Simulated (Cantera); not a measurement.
## Premixed flame

A freely propagating, adiabatic, planar premixed flame of 10.1 % CH3OH, 18.9 % O2, 71.0 % N2, unburnt at 400 K and 3.65 atm; multicomponent+Soret transport, grid criteria slope 0.08 and curve 0.16, no radiation.

Detailed kinetics in Cantera: GRI-Mech 3.0 (53 species, 325 reactions). GRI-Mech 3.0 was tuned for natural gas; its chemistry of methanol as a main component is partial and can be far from experiment. Burning velocities carry a grid error of a few per cent, more on coarse grids.

| z (mm) | T (K) | u (m/s) | x CH3OH | x O2 | x C2H4 | x CH4 | x H2 | x O |
|---|---|---|---|---|---|---|---|---|
| -0.503 | 400 | 0.289 | 0.101 | 0.189 | <1e-8 | <1e-8 | 0.000571 | <1e-8 |
| -0.335 | 404 | 0.292 | 0.101 | 0.189 | <1e-8 | 8.80e-8 | 0.00140 | <1e-8 |
| -0.251 | 420 | 0.304 | 0.100 | 0.187 | <1e-8 | 3.69e-7 | 0.00236 | <1e-8 |
| -0.168 | 515 | 0.375 | 0.0963 | 0.180 | <1e-8 | 1.99e-6 | 0.00421 | <1e-8 |
| -0.0838 | 903 | 0.673 | 0.0697 | 0.146 | 1.97e-8 | 9.23e-6 | 0.00766 | <1e-8 |
| -0.0419 | 1260 | 0.958 | 0.0372 | 0.112 | 4.10e-8 | 1.68e-5 | 0.00995 | 7.25e-7 |
| 0 | 1654 | 1.28 | 0.00305 | 0.0733 | 5.58e-8 | 2.04e-5 | 0.0101 | 0.000309 |
| 0.0419 | 1820 | 1.40 | 2.47e-6 | 0.0534 | <1e-8 | 1.64e-6 | 0.00519 | 0.00173 |
| 0.0838 | 1906 | 1.46 | <1e-8 | 0.0460 | <1e-8 | 4.17e-8 | 0.00368 | 0.00174 |
| 0.168 | 1996 | 1.52 | <1e-8 | 0.0409 | <1e-8 | <1e-8 | 0.00247 | 0.00114 |
| 0.335 | 2059 | 1.56 | <1e-8 | 0.0380 | <1e-8 | <1e-8 | 0.00125 | 0.000537 |
| 0.670 | 2091 | 1.59 | <1e-8 | 0.0368 | <1e-8 | <1e-8 | 0.000548 | 0.000234 |
| 1.34 | 2101 | 1.59 | <1e-8 | 0.0365 | <1e-8 | <1e-8 | 0.000339 | 0.000151 |
x: mole fraction of selected species; z is measured from the peak of heat release.

The laminar burning velocity is 28.8 cm/s, the thermal thickness is 0.168 mm and the peak x(C2H4) comes out as 6.01e-8. The peak x(CH4) is 2.23e-5 and the peak x(H2) is 0.0109. The peak x(O) is 0.00183.
